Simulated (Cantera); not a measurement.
Standard-state values (1 bar) from the NASA 1993 polynomials, evaluated with Cantera. Values are per mole of reaction as written; species without (g) are pure solids or liquids, kept so even where they would boil at 1 bar.

3 Ta + 2 O3(g) → 3 TaO2(g), with ΔH° = -886.1 kJ and ΔS° = 238.2 J/K at 300 K.

Question: How far is the shortcut ΔG° ≈ ΔH°(300 K) − T·ΔS°(300 K) from the full temperature-dependent value at 1675, 1775, 1875, 1975, 2075, 2175 K?

Answer: 
```json
[
 {"T (K)": "1675", "shortcut (kJ)": "-1285.2", "full (kJ)": "-1248.2", "difference (kJ)": "-37.0", "difference in log10 K": "1.15"},
 {"T (K)": "1775", "shortcut (kJ)": "-1309.0", "full (kJ)": "-1267.4", "difference (kJ)": "-41.6", "difference in log10 K": "1.22"},
 {"T (K)": "1875", "shortcut (kJ)": "-1332.8", "full (kJ)": "-1286.3", "difference (kJ)": "-46.5", "difference in log10 K": "1.30"},
 {"T (K)": "1975", "shortcut (kJ)": "-1356.7", "full (kJ)": "-1305.0", "difference (kJ)": "-51.7", "difference in log10 K": "1.37"},
 {"T (K)": "2075", "shortcut (kJ)": "-1380.5", "full (kJ)": "-1323.3", "difference (kJ)": "-57.1", "difference in log10 K": "1.44"},
 {"T (K)": "2175", "shortcut (kJ)": "-1404.3", "full (kJ)": "-1341.4", "difference (kJ)": "-62.9", "difference in log10 K": "1.51"}
]
```
The shortcut ignores the heat-capacity change of the reaction.
